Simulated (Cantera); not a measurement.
Feed: 1 mol SiO2, 2.5 mol CO, a varied amount of H2, held at 802 °C and 1.00 bar.

These are equilibrium values from Cantera (NASA tables, ideal gas, pure condensed phases), not measurements of a reactor. Candidate condensed phases: C, C6H6, C7H8, C8H18, H2O, Si, SiC, SiO2; 123 gas species. Equilibrium is a limit: real reactors are often held back by kinetics, nucleation or transport.

x: gas mole fraction; n: condensed amount in mol.

| n(H2) (mol) | x H2 | x CO | x CO2 | x H2O | x CH4 | n C(graphite) | n SiO2(β-quartz) |
|---|---|---|---|---|---|---|---|
| 1 | 0.279 | 0.639 | 0.0555 | 0.0226 | 0.00352 | 0.241 | 1.00 |
| 2.1 | 0.443 | 0.489 | 0.0324 | 0.0273 | 0.00884 | 0.219 | 1.00 |
| 3.3 | 0.550 | 0.389 | 0.0206 | 0.0270 | 0.0136 | 0.186 | 1.00 |
| 4.4 | 0.615 | 0.328 | 0.0146 | 0.0255 | 0.0170 | 0.151 | 1.00 |
| 5.5 | 0.662 | 0.284 | 0.0110 | 0.0237 | 0.0197 | 0.113 | 1.00 |
| 6.6 | 0.697 | … | … | 0.0220 | … | … | 1.00 |
| 7.8 | 0.728 | 0.221 | 0.00666 | 0.0204 | 0.0239 | 0.0308 | 1.00 |
| 8.9 | 0.750 | 0.200 | 0.00554 | 0.0193 | 0.0249 | 0 | 1.00 |
| 10 | 0.771 | 0.181 | 0.00489 | 0.0194 | 0.0243 | 0 | 1.00 |
| 11 | 0.787 | 0.166 | 0.00439 | 0.0194 | 0.0238 | 0 | 1.00 |
| 12 | 0.800 | 0.153 | … | 0.0193 | 0.0232 | 0 | 1.00 |
| 13 | 0.812 | 0.142 | 0.00360 | 0.0191 | 0.0227 | 0 | 1.00 |
| 14 | 0.823 | 0.133 | 0.00329 | 0.0189 | 0.0222 | 0 | 1.00 |

**Question.** Complete the blanks.

**Answer.** 
- 6.6, x CO: 0.250
- 6.6, x CO2: 0.00850
- 6.6, x CH4: 0.0219
- 6.6, n C(graphite): 0.0744
- 12, x CO2: 0.00397
